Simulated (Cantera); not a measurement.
**Stirred combustor or abatement burner**

A perfectly stirred reactor is fed with 6.87 % CH4, 1.72 % CO, 19.2 % O2, 72.2 % N2, equivalence ratio 0.76, at 0.900 bar; it is adiabatic with a 375 K inlet, and is followed from long to short residence time, starting on the burning branch (τ in s: 0.33, 0.13, 0.049, 0.019, 0.0072, 0.0028, 0.0011, 0.00041, 0.00016, 6.1e-05, 2.3e-05, 8.9e-06).

Cantera simulation using GRI-Mech 3.0 (53 species, 325 reactions); the numbers are that mechanism's predictions, not measurements.

```tsv
τ (s)	T (K)	x CH4	x CO	x O2	x OH	x CO2	x HO2	x HCN
0.33	2010	2.11e-6	0.000862	0.0465	0.00205	0.0857	1.19e-6	2.91e-8
0.13	2006	4.51e-6	0.00118	0.0467	0.00234	0.0853	1.33e-6	3.24e-8
0.049	1996	9.16e-6	0.00186	0.0470	0.00286	0.0846	1.69e-6	3.69e-8
0.019	1979	1.73e-5	0.00309	0.0475	0.00361	0.0832	2.45e-6	4.44e-8
0.0072	1950	3.29e-5	0.00516	0.0484	0.00453	0.0810	3.97e-6	5.89e-8
0.0028	1907	6.33e-5	0.00815	0.0498	0.00546	0.0777	6.53e-6	8.39e-8
0.0011	1848	0.000128	0.0122	0.0520	0.00617	0.0731	1.06e-5	1.24e-7
0.00041	1764	0.000306	0.0184	0.0559	0.00637	0.0662	1.75e-5	1.89e-7
0.00016	1652	0.000936	0.0292	0.0636	0.00543	0.0541	3.21e-5	3.04e-7
6.1e-5	375	0.0687	0.0172	0.192	<1e-12	<1e-12	<1e-12	<1e-12
2.3e-5	375	0.0687	0.0172	0.192	<1e-12	<1e-12	<1e-12	<1e-12
8.9e-6	375	0.0687	0.0172	0.192	<1e-12	<1e-12	<1e-12	<1e-12
```
x: mole fraction; the columns are a selection and need not sum to one.
